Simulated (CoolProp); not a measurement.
Properties of carbon dioxide along the isobar 101 kPa.

Values from CoolProp's reference Helmholtz-energy equation of state, Span 1996.

| T (K) | phase | density (kg/m³) | speed of sound (m/s) |
|---|---|---|---|
| 244.9 | gas | 2.204 | 245.4 |
| 260.3 | gas | 2.070 | 252.4 |
| 275.7 | gas | 1.952 | (withheld) |
| 291 | gas | 1.847 | 265.7 |
| 306.4 | gas | 1.753 | 272.0 |
| 321.7 | gas | 1.668 | 278.1 |
| 337.1 | gas | 1.591 | 284.1 |
| 352.4 | gas | 1.521 | (withheld) |
| 367.8 | gas | 1.457 | (withheld) |
| 383.2 | gas | 1.398 | 301.3 |
| 398.5 | gas | 1.344 | 306.7 |
| 413.9 | gas | 1.294 | (withheld) |
| 429.2 | gas | 1.247 | 317.4 |
| 444.6 | gas | 1.204 | 322.6 |

**Question.** Some entries are withheld; supply them.

**Answer.** 
- 275.7, speed of sound (m/s): 259.2
- 352.4, speed of sound (m/s): 289.9
- 367.8, speed of sound (m/s): 295.7
- 413.9, speed of sound (m/s): 312.1
